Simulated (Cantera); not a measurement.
Input (Python, Cantera):

```python
import numpy as np
import cantera as ct

gas = ct.Solution("gri30.yaml")
gas.TPX = 1175, 220000, {'CO': 0.013, 'O2': 0.065, 'H2O': 0.0082, 'N2': 1}
inlet = ct.Reservoir(gas, clone=True)

reactor = ct.IdealGasConstPressureReactor(gas, energy="off", clone=False)
exhaust = ct.Reservoir(gas, clone=True)
tau = [2.1, 0.82, 0.32, 0.12, 0.048, 0.018, 0.0072, 0.0028, 0.0011, 0.00042][0]
for a, b in ((inlet, reactor), (reactor, exhaust)):
    ct.MassFlowController(a, b, mdot=lambda t: reactor.mass / tau)
net = ct.ReactorNet([reactor])
show = ['CO', 'O2', 'H2O', 'N2O', 'NO', 'O', 'H2']

rows = []
print(f"{'tau/s':>10s}{'T/K':>9s}" + "".join(f"{s:>11s}" for s in show))
for tau in [2.1, 0.82, 0.32, 0.12, 0.048, 0.018, 0.0072, 0.0028, 0.0011, 0.00042]:
    net.initial_time = 0.0
    net.advance(30 * tau)
    before = gas.X
    net.advance(40 * tau)
    drift = np.max(np.abs(gas.X - before) / (gas.X + 1e-9))
    rows.append([gas.T, *gas[show].X, drift])
    print(f"{tau:10.3e}{gas.T:9.1f}" + "".join(f"{x:11.3e}" for x in gas[show].X))
```

It prints:

```
     tau/s      T/K         CO         O2        H2O        N2O         NO          O         H2
 2.100e+00   1175.0  1.814e-04  5.426e-02  7.591e-03  1.682e-06  2.760e-07  1.414e-06  2.918e-07
 8.200e-01   1175.0  3.619e-04  5.435e-02  7.589e-03  1.739e-06  2.266e-07  2.815e-06  6.320e-07
 3.200e-01   1175.0  7.093e-04  5.451e-02  7.585e-03  1.610e-06  1.666e-07  5.512e-06  1.370e-06
 1.200e-01   1175.0  1.384e-03  5.483e-02  7.579e-03  1.360e-06  1.086e-07  1.073e-05  2.974e-06
 4.800e-02   1175.0  2.471e-03  5.533e-02  7.570e-03  1.080e-06  6.603e-08  1.904e-05  5.749e-06
 1.800e-02   1175.0  4.276e-03  5.618e-02  7.555e-03  7.703e-07  3.467e-08  3.257e-05  1.038e-05
 7.200e-03   1175.0  6.490e-03  5.722e-02  7.538e-03  4.987e-07  1.692e-08  4.828e-05  1.541e-05
 2.800e-03   1175.0  8.841e-03  5.833e-02  7.524e-03  2.676e-07  6.873e-09  6.187e-05  1.853e-05
 1.100e-03   1175.0  1.062e-02  5.917e-02  7.521e-03  1.126e-07  2.068e-09  6.310e-05  1.577e-05
 4.200e-04   1175.0  1.164e-02  5.966e-02  7.533e-03  2.760e-08  2.348e-10  3.941e-05  5.994e-06
```

Computed with Cantera and GRI-Mech 3.0 (53 species, 325 reactions).
